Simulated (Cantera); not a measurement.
What does this Cantera script print?

```python
import numpy as np
import cantera as ct

gas = ct.Solution("gri30.yaml")


def delay(T, t_max=10):
    gas.TPX = T, 110000, {'H2': 1, 'O2': 0.82, 'N2': 3.08, 'NO': 0.014}
    reactor = ct.IdealGasReactor(gas, clone=False)
    net = ct.ReactorNet([reactor])
    net.rtol, net.atol = 1e-8, 1e-16
    while net.time < t_max:
        t_old, T_old = net.time, reactor.T
        net.step()
        if reactor.T > T + 400:  # ignition: a rise of 400 K
            return t_old + (T + 400 - T_old) / (reactor.T - T_old) * (net.time - t_old)
    return np.nan


taus = []
for T in [1173, 1223, 1273, 1323, 1373, 1423, 1473, 1523, 1573]:
    taus.append(delay(T))
    print(f"T0 = {T:6g} K   tau = {taus[-1]:.4e} s")
```

Result:

```
T0 =   1173 K   tau = 4.7752e-05 s
T0 =   1223 K   tau = 3.6961e-05 s
T0 =   1273 K   tau = 2.9659e-05 s
T0 =   1323 K   tau = 2.4561e-05 s
T0 =   1373 K   tau = 2.0930e-05 s
T0 =   1423 K   tau = 1.8321e-05 s
T0 =   1473 K   tau = 1.6450e-05 s
T0 =   1523 K   tau = 1.5130e-05 s
T0 =   1573 K   tau = 1.4234e-05 s
```

Detailed kinetics in Cantera: GRI-Mech 3.0 (53 species, 325 reactions). The mechanism lacks 2 NO + O2 → 2 NO2 and HONO, so NO2 and the effect of NO are under-described below about 1400 K. Where the delays flatten at high temperature, the 400 K rule measures the pace of heat release, not the induction time.
